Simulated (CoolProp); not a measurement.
Vapour-liquid equilibrium of propane (1) + dimethyl ether (2) at 0.00562 MPa; x and y are mole fractions of (1).

Model: multi-fluid Helmholtz-energy mixture model, Lemmon 2009 and Wu 2011; pair parameters Bell 2016, in CoolProp.

```tsv
x	bubble temperature (K)	y at the bubble point	dew temperature at overall composition x (K)	liquid density (mol/L)
0.05	193.5	0.298	196.9	17.30
0.125	189.7	0.514	196.0	17.09
0.2	187.4	0.623	194.9	16.85
0.275	185.9	0.686	193.8	16.59
0.35	184.9	0.729	192.7	16.34
0.425	184.2	0.760	191.4	16.09
0.5	183.6	0.785	190.0	15.84
0.575	183.1	0.808	188.5	15.60
0.65	182.7	0.830	186.8	15.37
0.725	182.4	0.855	185.0	15.15
0.8	182.0	0.883	183.3	14.94
0.875	181.7	0.918	182.1	14.73
0.95	181.5	0.962	181.5	14.53
```

No azeotrope shows between x = 0.05 and 0.95.

The pair parameters rest on a limited set of measurements; away from them the model extrapolates.
